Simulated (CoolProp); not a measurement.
Computed with CoolProp (reference Helmholtz-energy equation of state, Lemmon 2006). It is a short technical equation, of lower accuracy than the large ones.

For C3F8 (R218), give the phase and the density (kg/m³), cv (kJ/(kg K)), speed of sound (m/s), fugacity coefficient at -27.85 °C and 63.2 bar.


- -27.85 °C and 63.2 bar: liquid; density 1610, cv 0.701, speed of sound 553, fugacity coefficient 0.0316
